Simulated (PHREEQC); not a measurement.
PHREEQC input (ion-association model, wateq4f.dat):

```
SOLUTION_MASTER_SPECIES
  An  An-  0  An  62.0  # stands for a non-complexing anion
SOLUTION_SPECIES
  An- = An-
    -log_k 0
    -gamma 3.0 0
PHASES
  Fix_H+
    H+ = H+
    -log_k 0
SOLUTION 1
  temp 25
  units mmol/kgw
  pH 7 charge
  F 0.0058
  Na 1.0058
  An 1
END
SELECTED_OUTPUT 1
  -reset false
  -pH true
  -pe true
  -ionic_strength true
  -water true
  -totals F Na
  -molalities Hfo_wOH Hfo_wOH2+ Hfo_wO- Hfo_sOH Hfo_sOH2+ Hfo_sO- Hfo_wF Hfo_wOHF-
USER_PUNCH 1
  -headings sigma psi
  10 PUNCH EDL("sigma", "Hfo"), EDL("psi", "Hfo")
PRINT
  -reset false
USE solution 1
SURFACE 1
  Hfo_wOH 0.00105618 600 0.47
  Hfo_sOH 2.64045e-05
EQUILIBRIUM_PHASES 1
  Fix_H+ -4 HAn 10
    -force_equality true
  O2(g) -0.68 10
END
# ... the last block is repeated for the other 12 points of pH, with NaOH or the acid as the point needs
```

Selected output (columns that matter, 13 of 13 rows; pH added in front):

```
pH	mu	F	Na	m_Hfo_wOH	m_Hfo_wOH2+	m_Hfo_wO-	m_Hfo_sOH	m_Hfo_sOH2+	m_Hfo_sO-	m_Hfo_wF	m_Hfo_wOHF-	sigma	psi
4	0.0012877	5.7534e-08	0.0010058	0.00064799	0.00037693	2.552e-05	1.6288e-05	9.4747e-06	6.4149e-07	1.5679e-06	4.1746e-06	0.12184	0.20854
4.5	0.0011559	1.0555e-07	0.0010058	0.00072929	0.00027724	4.3949e-05	1.8331e-05	6.9686e-06	1.1047e-06	1.1223e-06	4.5722e-06	0.08027	0.18989
5	0.0010911	2.3047e-07	0.0010058	0.0007724	0.00021449	6.372e-05	1.9412e-05	5.3907e-06	1.6014e-06	8.4679e-07	4.7227e-06	0.05127	0.16838
5.5	0.0010553	5.4718e-07	0.0010058	0.00079292	0.00017631	8.1693e-05	1.9922e-05	4.4298e-06	2.0525e-06	6.5947e-07	4.5934e-06	0.031618	0.14452
6	0.0010344	1.2844e-06	0.0010058	0.00080211	0.00015361	9.595e-05	2.0139e-05	3.8567e-06	2.4091e-06	4.9691e-07	4.0186e-06	0.01885	0.11877
6.5	0.001022	2.6112e-06	0.0010058	0.00080652	0.00014011	0.00010636	2.0224e-05	3.5133e-06	2.667e-06	3.216e-07	2.8672e-06	0.010857	0.091701
7	0.0010145	4.1132e-06	0.0010058	0.00080893	0.00013196	0.0001136	2.0256e-05	3.3044e-06	2.8445e-06	1.6074e-07	1.5261e-06	0.0059192	0.063738
7.5	0.0010099	5.1113e-06	0.0010058	0.00081011	0.00012693	0.00011845	2.0266e-05	3.1752e-06	2.9632e-06	6.3271e-08	6.2543e-07	0.0027583	0.035198
8	0.0010065	5.5569e-06	0.0010058	0.00081056	0.00012345	0.00012192	2.0269e-05	3.087e-06	3.0487e-06	2.1766e-08	2.2134e-07	0.00046092	0.006347
8.5	0.0010115	5.719e-06	0.0010139	0.00081066	0.00012034	0.0001251	2.0268e-05	3.0088e-06	3.1277e-06	7.0842e-09	7.3907e-08	-0.0016924	-0.022573
9	0.0010226	5.7734e-06	0.001029	0.00081049	0.00011657	0.0001291	2.0263e-05	2.9142e-06	3.2275e-06	2.2606e-09	2.4343e-08	-0.0044038	-0.051337
9.5	0.0010511	5.7912e-06	0.0010637	0.00080982	0.00011097	0.00013538	2.0246e-05	2.7744e-06	3.3845e-06	7.1612e-10	8.0934e-09	-0.0085624	-0.079673
10	0.0011326	5.797e-06	0.0011555	0.00080766	0.00010197	0.00014656	2.0191e-05	2.5491e-06	3.6639e-06	2.2576e-10	2.7696e-09	-0.01564	-0.10714
```

Complexes and solids missing from the database can't appear.
